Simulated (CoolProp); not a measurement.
Vapour-liquid equilibrium of toluene (1) + ethylbenzene (2) at 0.183 MPa; x and y are mole fractions of (1).

Model: multi-fluid Helmholtz-energy mixture model, Lemmon 2006 and Zhou 2012; pair parameters Bell 2016, in CoolProp.

| x | bubble temperature, mixture model (°C) | bubble temperature, Raoult's law (°C) | y, mixture model | y, Raoult's law |
|---|---|---|---|---|
| 0.05 | 157.9 | 157.9 | 0.087 | 0.090 |
| 0.15 | [?] | 154.5 | [?] | 0.249 |
| 0.25 | [?] | 151.3 | 0.372 | 0.387 |
| 0.35 | 148.8 | 148.3 | [?] | 0.507 |
| 0.45 | 146.1 | 145.5 | 0.594 | 0.611 |
| 0.55 | [?] | 142.9 | 0.688 | 0.702 |
| 0.65 | 141.0 | 140.4 | 0.773 | 0.783 |
| 0.75 | 138.6 | 138.1 | 0.849 | 0.854 |
| 0.85 | 136.2 | 135.9 | 0.916 | 0.918 |
| 0.95 | [?] | 133.8 | 0.974 | 0.974 |

### Question
Fill in the missing entries.

### Answer

- 0.15, bubble temperature, mixture model (°C): 154.6
- 0.15, y, mixture model: 0.240
- 0.25, bubble temperature, mixture model (°C): 151.5
- 0.35, y, mixture model: 0.489
- 0.55, bubble temperature, mixture model (°C): 143.5
- 0.95, bubble temperature, mixture model (°C): 133.9

The largest gap from Raoult's law is +0.6 K in bubble temperature, at x = 0.55. No azeotrope shows between x = 0.05 and 0.95.

Pair parameters are fitted to limited data, so mixtures are less certain than the pure fluids.
